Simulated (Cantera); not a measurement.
Feed: 1 mol Al₂O₃, 1.3 mol H₂, at 2098.15 K.

These are equilibrium values from Cantera (NASA tables, ideal gas, pure condensed phases), not measurements of a reactor. Candidate condensed phases: Al, Al₂O₃, H₂O; 19 gas species. The tables' values for AlOH are old estimates; treat these amounts as uncertain. Kinetics and transport are ignored.

x: gas mole fraction; n: condensed amount in mol.

```
P (Pa)    x H₂       x H     x H₂O      x Al    x Al₂O  n Al₂O₃(s)
-------  -----  --------  --------  --------  --------  ----------
10       0.726     0.262   0.00652   0.00397  0.000360       0.996
68       0.883     0.111   0.00353   0.00197  0.000267       0.998
460      0.953    0.0443   0.00178  0.000909  0.000181       0.999
3200     0.981       [?]       [?]       [?]       [?]       1.000
22000    0.993   0.00654  0.000432  0.000169   6.96e-5       1.000
150000   0.997       [?]       [?]       [?]       [?]       1.000
1000000  0.999  0.000973  0.000116   2.70e-5   2.15e-5       1.000
```

Problem. Fill in the missing entries.

Solution. 
- 150000, x H: 0.00251
- 150000, x H₂O: 0.000219
- 150000, x Al: 6.91e-5
- 150000, x Al₂O: 4.00e-5
- 3200, x H: 0.0171
- 3200, x H₂O: 0.000872
- 3200, x Al: 0.000398
- 3200, x Al₂O: 0.000115
